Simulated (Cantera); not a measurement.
## Catalytic stagnation flow on Pt

A jet of H2 : O2 : N2 = 0.012 : 0.15 : 0.79 (molar parts), equivalence ratio 0.040 at 300 K and 0.118 atm hits a platinum plate 5.2 cm away at a mass flux of 0.025 kg/m²/s; the plate temperature is set and raised in steps from an oxygen-covered start.

Detailed kinetics in Cantera: Deutschmann's 1995 Pt surface mechanism with GRI-Mech 3.0 gas chemistry. Catalytic surfaces can have several steady states; this one follows from the mechanism file's or the stated starting coverage.

```csv
plate T (K),wall x H2,wall x O2,wall x H2O,wall x OH,θ free Pt,θ O*,θ OH*
500,0.00166,0.146,0.0214,<1e-8,0.0167,0.975,0.00838
550,0.00165,0.146,0.0213,<1e-8,0.0176,0.978,0.00479
600,0.00164,0.146,0.0211,<1e-8,0.0186,0.978,0.00299
650,0.00159,0.146,0.0211,<1e-8,0.0204,0.978,0.00203
700,0.00132,0.146,0.0215,<1e-8,0.0263,0.972,0.00160
750,0.000867,0.145,0.0222,<1e-8,0.0432,0.955,0.00150
```
x: mole fraction at the wall; θ: surface coverage.
